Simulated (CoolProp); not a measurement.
CH3F (R41) along the isobar 8720 kPa: density (kg/m³) from the reference equation and from simpler models built on Tc = 317.3 K, pc = 5906 kPa, ω = 0.200; each cubic takes its own stable root.

Values from CoolProp's reference Helmholtz-energy equation of state, Lemmon 2006. It is a short technical equation, of lower accuracy than the large ones.

```json
[
 {"T (K)": "153.8", "phase": "liquid", "reference": "969.2"},
 {"T (K)": "163.4", "phase": "liquid", "reference": "951.7"},
 {"T (K)": "173.1", "phase": "liquid", "reference": "933.8"},
 {"T (K)": "182.7", "phase": "liquid", "reference": "915.7"},
 {"T (K)": "192.3", "phase": "liquid", "reference": "897.3"},
 {"T (K)": "201.9", "phase": "liquid", "reference": "878.3"},
 {"T (K)": "211.5", "phase": "liquid", "reference": "858.8"},
 {"T (K)": "221.1", "phase": "liquid", "reference": "838.7"},
 {"T (K)": "230.8", "phase": "liquid", "reference": "817.5"},
 {"T (K)": "240.4", "phase": "liquid", "reference": "795.6"}
]
```

Problem. How far does each simpler model (van der Waals, Redlich-Kwong, Soave-Redlich-Kwong, Peng-Robinson) lie from the reference over these 10 states: mean and median of the absolute difference, and the worst?

Solution. 
- van der Waals: mean 46.1 %, median 46.1 %, worst -47.1 % at 153.8 K and 8720 kPa
- Redlich-Kwong: mean 22.2 %, median 22.1 %, worst -22.8 % at 240.4 K and 8720 kPa
- Soave-Redlich-Kwong: mean 20.7 %, median 20.6 %, worst -21.2 % at 153.8 K and 8720 kPa
- Peng-Robinson: mean 10.6 %, median 10.4 %, worst -11.5 % at 153.8 K and 8720 kPa
